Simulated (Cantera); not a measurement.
Equilibrium for carbothermic reduction: Fe3O4 + CH4 + N2

Feed: 1 mol Fe3O4, 5.5 mol CH4, 5.4 mol N2, held at 1 atm.

Cantera equilibrium calculation (NASA polynomials, part measured and part estimated; ideal gas, pure solids and liquids). Candidate condensed phases: C, C6H6, C7H8, C8H18, Fe, Fe(CO)5, FeO, Fe(OH)2, Fe(OH)3, Fe2O3, Fe3O4, H2O; 140 gas species. Iron dissolves carbon and melts from about 1420 K in contact with it, which pure phases cannot show. Condensed phases not in the tables: cementite and carbon dissolved in iron. The numbers say what is thermodynamically allowed, not how fast it happens.

From 700 °C to 900 °C the condensed part is C(graphite) + Fe(α). From 1000 °C to 1300 °C the condensed part is C(graphite) + Fe(γ). From 1400 °C to 1500 °C the condensed part is C(graphite) + Fe(δ). From 1600 °C to 2000 °C the condensed part is C(graphite) + Fe(l).

| T (°C) | log p H2 | log p N2 | log p CO | log p H2O | log p CH4 | log p CO2 | log p HCN | n C(graphite) | n Fe(α) | n Fe(γ) | n Fe(δ) | n Fe(l) |
|---|---|---|---|---|---|---|---|---|---|---|---|---|
| 700 | -0.31 | -0.53 | -0.86 | -1.38 | -1.51 | -1.72 | -5.90 | 2.05 | 3.00 | 0 | 0 | 0 |
| 800 | -0.28 | -0.56 | -0.74 | -1.90 | -1.90 | -2.33 | -5.23 | 1.59 | 3.00 | 0 | 0 | 0 |
| 900 | -0.27 | -0.57 | -0.71 | -2.43 | -2.25 | -2.97 | -4.68 | 1.48 | 3.00 | 0 | 0 | 0 |
| 1000 | -0.27 | -0.57 | -0.70 | -2.89 | -2.56 | -3.55 | -4.21 | 1.47 | 0 | 3.00 | 0 | 0 |
| 1100 | -0.26 | -0.57 | -0.70 | -3.30 | -2.83 | -4.05 | -3.82 | 1.48 | 0 | 3.00 | 0 | 0 |
| 1200 | -0.26 | -0.57 | -0.70 | -3.64 | -3.06 | -4.48 | -3.48 | 1.48 | 0 | 3.00 | 0 | 0 |
| 1300 | -0.26 | -0.57 | -0.70 | -3.95 | -3.26 | -4.85 | -3.18 | 1.48 | 0 | 3.00 | 0 | 0 |
| 1400 | -0.26 | -0.57 | -0.70 | -4.22 | -3.44 | -5.17 | -2.92 | 1.47 | 0 | 0 | 3.00 | 0 |
| 1500 | -0.26 | -0.57 | -0.70 | -4.45 | -3.60 | -5.46 | -2.69 | 1.45 | 0 | 0 | 3.00 | 0 |
| 1600 | -0.26 | -0.57 | -0.70 | -4.66 | -3.74 | -5.71 | -2.48 | 1.42 | 0 | 0 | 0 | 3.00 |
| 1700 | -0.27 | -0.58 | -0.70 | -4.85 | -3.87 | -5.94 | -2.30 | 1.38 | 0 | 0 | 0 | 2.99 |
| 1800 | -0.27 | -0.58 | -0.70 | -5.02 | -3.99 | -6.14 | -2.13 | 1.31 | 0 | 0 | 0 | 2.98 |
| 1900 | -0.27 | -0.58 | -0.70 | -5.18 | -4.10 | -6.33 | -1.99 | 1.23 | 0 | 0 | 0 | 2.96 |
| 2000 | -0.28 | -0.59 | -0.71 | -5.33 | -4.20 | -6.50 | -1.85 | 1.11 | 0 | 0 | 0 | 2.89 |
log p: log10 of the partial pressure in bar; n: condensed amount in mol.
